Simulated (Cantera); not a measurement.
Input: 1 mol Ti, 1.2 mol CH4, 1.4 mol H2, at 1325 K and 1000 Pa.

Cantera equilibrium calculation (NASA polynomials, part measured and part estimated; ideal gas, pure solids and liquids). Candidate condensed phases: C, C6H6, C7H8, C8H18, Ti, TiC; 77 gas species. TiC: taken at fixed stoichiometry. Kinetics and transport are ignored.

Base state: H2 1.000, CH4 6.71e-5, H 1.64e-5 (mole fractions); condensed: C(graphite) + TiC(s).

Task: What changes in the equilibrium state with this change: temperature from 1325 K to 2025 K?

Result: 
```
species            before     after
----------------  -------  --------
H2                  1.000     0.980
H                 1.64e-5    0.0191
C2H2 (acetylene)  8.51e-7  0.000887
CH4               6.71e-5   3.82e-6
C(graphite), mol    0.200     0.193
TiC(s), mol          1.00      1.00
```
